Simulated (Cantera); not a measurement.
Cu2O + C + H2 (carbothermic reduction)

Input: 1 mol Cu2O, 0.79 mol C, a varied amount of H2, held at 2025 K and 1 atm.

Equilibrium computed with Cantera from the NASA thermochemical tables; the gas is ideal and each condensed phase is pure. Candidate condensed phases: C, C6H6, C7H8, C8H18, Cu, CuO, Cu(OH)2, Cu2O, H2O; 113 gas species. Kinetics and transport are ignored.

```json
[
 {"n(H2) (mol)": "0.21", "log p H2": "-0.93", "log p CO": "-0.17", "log p CO2": "-0.93", "log p H2O": "-1.03", "log p Cu": "-2.27", "log p H": "-3.18", "n Cu(l)": "1.99"},
 {"n(H2) (mol)": "0.32", "log p H2": "-0.74", "log p CO": "-0.20", "log p CO2": "-1.09", "log p H2O": "-0.96", "log p Cu": "-2.27", "log p H": "-3.09", "n Cu(l)": "1.99"},
 {"n(H2) (mol)": "0.47", "log p H2": "-0.58", "log p CO": "-0.24", "log p CO2": "-1.27", "log p H2O": "-0.94", "log p Cu": "-2.27", "log p H": "-3.01", "n Cu(l)": "1.99"},
 {"n(H2) (mol)": "0.71", "log p H2": "-0.44", "log p CO": "-0.30", "log p CO2": "-1.50", "log p H2O": "-0.96", "log p Cu": "-2.27", "log p H": "-2.93", "n Cu(l)": "1.99"},
 {"n(H2) (mol)": "1.1", "log p H2": "-0.31", "log p CO": "-0.39", "log p CO2": "-1.78", "log p H2O": "-1.02", "log p Cu": "-2.27", "log p H": "-2.87", "n Cu(l)": "1.99"},
 {"n(H2) (mol)": "1.6", "log p H2": "-0.23", "log p CO": "-0.49", "log p CO2": "-2.03", "log p H2O": "-1.10", "log p Cu": "-2.27", "log p H": "-2.83", "n Cu(l)": "1.99"},
 {"n(H2) (mol)": "2.3", "log p H2": "-0.16", "log p CO": "-0.60", "log p CO2": "-2.30", "log p H2O": "-1.20", "log p Cu": "-2.27", "log p H": "-2.80", "n Cu(l)": "1.98"},
 {"n(H2) (mol)": "3.5", "log p H2": "-0.11", "log p CO": "-0.74", "log p CO2": "-2.62", "log p H2O": "-1.33", "log p Cu": "-2.27", "log p H": "-2.77", "n Cu(l)": "1.98"}
]
```
log p: log10 of the partial pressure in bar; n: condensed amount in mol.

From 0.21 mol H2 to 3.5 mol H2 the condensed part is Cu(l). The main Cu-bearing gas is Cu throughout.
